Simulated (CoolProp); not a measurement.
A single-stage vapour-compression cycle with methanol: evaporating at 289.15 K (dew point), condensing at 343.15 K (bubble point), superheat 0 K, subcooling 5 K, compressor efficiency 0.6, no pressure losses. Each further row changes one setting.

The numbers come from the reference Helmholtz-energy equation of state, de Reuck 1993 in CoolProp.

| case | cooling COP | pressure ratio | discharge temperature (K) | refrigerating effect (kJ/kg) | volumetric capacity (kJ/m³) |
|---|---|---|---|---|---|
| as stated | 2.80 | 12.0 | 513.1 | 1050 | 150 |
| evaporating temperature 294.15 K | 3.20 | 9.12 | 492.0 | 1060 | 195 |
| condensing temperature 338.15 K | 3.13 | 9.88 | 494.4 | 1070 | 152 |
| subcooling 10 K | 2.84 | 12.0 | 513.1 | 1070 | 152 |
| superheat 10 K | 2.72 | 12.0 | 536.0 | 1080 | 147 |
| compressor efficiency 0.5 | 2.33 | 12.0 | 551.5 | 1050 | 150 |
